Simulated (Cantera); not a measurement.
A diamond (100) surface in a fixed gas of H2 with x(CH4) = 0.0092, x(H) = 0.015, at 1375 K, 1600 Pa; coverages are run to steady state.

Detailed kinetics in Cantera: the Harris–Goodwin 1993 mechanism for the reconstructed diamond (100) surface.

θ: site fractions in the mechanism's names (c6HH fully hydrogenated, c6H* and c6*H radical sites, c6** diradical, c6HM methylated).

| x(CH3) | growth (µm/h) | θ c6HH | θ c6H* | θ c6*H | θ c6** | θ c6HM |
|---|---|---|---|---|---|---|
| 1e-06 | 0.00346 | 0.341 | 0.0572 | 0.543 | 0.0595 | 1.89e-7 |
| 2.5e-06 | 0.00865 | 0.341 | 0.0572 | 0.543 | 0.0595 | 4.72e-7 |
| 6.1e-06 | 0.0211 | 0.341 | 0.0572 | 0.543 | 0.0595 | 1.15e-6 |
| 1.5e-05 | 0.0519 | 0.341 | 0.0572 | 0.543 | 0.0595 | 2.83e-6 |
| 3.7e-05 | 0.128 | 0.341 | 0.0572 | 0.543 | 0.0595 | 6.99e-6 |
| 9e-05 | 0.311 | 0.341 | 0.0572 | 0.543 | 0.0595 | 1.70e-5 |
| 0.00022 | ? | 0.341 | 0.0572 | 0.542 | 0.0593 | ? |
| 0.00054 | 1.85 | 0.341 | 0.0572 | 0.542 | 0.0591 | 0.000102 |
| 0.0013 | ? | 0.341 | 0.0571 | 0.542 | 0.0584 | ? |

**Question.** Fill in the missing entries.

**Answer.** 
- 0.00022, growth (µm/h): 0.759
- 0.00022, θ c6HM: 4.15e-5
- 0.0013, growth (µm/h): 4.42
- 0.0013, θ c6HM: 0.000244
